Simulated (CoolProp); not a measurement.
Values from CoolProp's reference Helmholtz-energy equation of state, Lemmon 2005.

For R125, give the phase and the density (kg/m³), cp (kJ/(kg K)), isothermal compressibility (1/MPa), expansivity (1/kK) at 198.8 K and 431 kPa.


- 198.8 K and 431 kPa: liquid; density 1610, cp 1.07, isothermal compressibility 0.00147, expansivity 2.08
